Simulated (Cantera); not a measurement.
Thermodynamics of tantalum, niobium, vanadium and zirconium in process gases, feed Ta + H2O + H2

Feed: 1 mol Ta, 0.21 mol H2O, 130 mol H2.

Method: chemical equilibrium by Gibbs-energy minimisation in Cantera with the NASA 1993 tables (ideal gas, pure condensed phases). Candidate condensed phases: H2O, Ta, Ta2O5; 12 gas species. Mutual solubility and eutectic melting of coexisting phases are not modelled. Condensed phases not in the tables: N, O or C dissolved in the metal. Rates play no part.

Map the stable condensed phases over T = 1425, 1525, 1625, 1725, 1825, 1925, 2025, 2125, 2225, 2325, 2425, 2525 K and P in Pa = 0.10, 1, 10, 100, 1000, 10000, 100000, 1000000.


```
T in K \ P in Pa
            0.10       1      10     100    1000   10000  100000 1000000
   2525        A       A       A       A       A       A       A       A
   2425        A       A       A       A       A       A       A       A
   2325        A       A       A       A       A       A       A       A
   2225        A       A       A       A       A       A       A       A
   2125        A       A       A       A       A       A       A       A
   2025        A       A       A       A       A       A       A       A
   1925        A       A       A       A       B       B       B       B
   1825        A       A       B       B       B       B       B       B
   1725        A       B       B       B       B       B       B       B
   1625        B       B       B       B       B       B       B       B
   1525        B       B       B       B       B       B       B       B
   1425        B       B       B       B       B       B       B       B
```
A: Ta; B: Ta + Ta2O5.
